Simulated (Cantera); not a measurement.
Feed: 1 mol KCl, 0.053 mol HF, 1.5 mol N2, held at 14.0 mbar.

Equilibrium computed with Cantera from the NASA thermochemical tables; the gas is ideal and each condensed phase is pure. Candidate condensed phases: K, KCl, KF, KHF2, NH4Cl; 33 gas species. The numbers say what is thermodynamically allowed, not how fast it happens.

**Question.** At 1850 K, list the 5 most abundant gas species with their mole fractions, and the condensed phases.

**Answer.** N2 0.587, KCl 0.381, HF 0.0126, KF 0.00815, HCl 0.00757. Condensed: gas only.
